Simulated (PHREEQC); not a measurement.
Na2CO3 is added in steps, without added water, to 1 kg of water holding 0.013 mol/kgw H2SO4, 0.0011 mol/kgw MnSO4 and 6.1e-05 mol/kgw Fe2(SO4)3, at 26 °C. No oxygen is let in. No CO2 enters from the air. Nothing may precipitate in this run.

Base run: PHREEQC, ion-association model, wateq4f.dat. Each further column changes one thing. The table gives Mn+2 (mol/kgw).

```
Na2CO3 added (mol)      base  Fe2(SO4)3 left out  0.0011 mol/kgw Na2CO3 added  solids may form
------------------  --------  ------------------  ---------------------------  ---------------
0                   0.000807            0.000808                     0.000799         0.000807
0.004               0.000776            0.000777                          ___         0.000776
0.008               0.000742            0.000742                     0.000732         0.000742
0.012               0.000706            0.000706                     0.000695         0.000706
0.016               0.000614                 ___                     0.000586              ___
0.02                0.000518            0.000514                     0.000491              ___
0.024               0.000404            0.000393                     0.000349          2.17e-6
0.028                9.33e-5                 ___                          ___          7.51e-8
0.032                2.43e-5             2.23e-5                      2.04e-5          1.34e-8
```

Some entries are withheld; supply them.


- 0.004, 0.0011 mol/kgw Na2CO3 added: 0.000767
- 0.016, Fe2(SO4)3 left out: 0.000611
- 0.016, solids may form: 0.000150
- 0.02, solids may form: 1.25e-5
- 0.028, Fe2(SO4)3 left out: 7.39e-5
- 0.028, 0.0011 mol/kgw Na2CO3 added: 5.34e-5

In at least one series the solution becomes supersaturated in solids that the run did not let form, among them Fe(OH)3(a), Rhodochrosite, Jarosite-Na.  Solids allowed in the column 'solids may form': Fe(OH)3(a), Rhodochrosite, Pyrochroite, Jarosite-Na, Mirabilite, Nahcolite, Natron.
